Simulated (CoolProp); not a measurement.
A single-stage vapour-compression cycle with CH3F (R41): evaporating at 246.15 K (dew point), condensing at 293.15 K (bubble point), superheat 8 K, subcooling 2 K, compressor efficiency 0.6, no pressure losses. Each further row changes one setting.

Values from CoolProp's reference Helmholtz-energy equation of state, Lemmon 2006. It is a short technical equation, of lower accuracy than the large ones.

| case | cooling COP | pressure ratio | discharge temperature (K) | refrigerating effect (kJ/kg) | volumetric capacity (kJ/m³) |
|---|---|---|---|---|---|
| as stated | ___ | 3.74 | 379.8 | 299 | 5110 |
| evaporating temperature 251.15 K | 2.60 | 3.18 | 368.5 | 300 | 6030 |
| condensing temperature 288.15 K | ___ | ___ | 367.2 | ___ | ___ |
| subcooling 7 K | 2.35 | 3.74 | 379.8 | 314 | 5370 |
| superheat 18 K | 2.20 | 3.74 | ___ | 314 | 5030 |
| compressor efficiency 0.5 | ___ | 3.74 | 397.3 | 299 | 5110 |

Fill in the missing entries.


- as stated, cooling COP: 2.23
- condensing temperature 288.15 K, cooling COP: 2.61
- condensing temperature 288.15 K, pressure ratio: 3.31
- condensing temperature 288.15 K, refrigerating effect (kJ/kg): 313
- condensing temperature 288.15 K, volumetric capacity (kJ/m³): 5350
- superheat 18 K, discharge temperature (K): 395.4
- compressor efficiency 0.5, cooling COP: 1.86
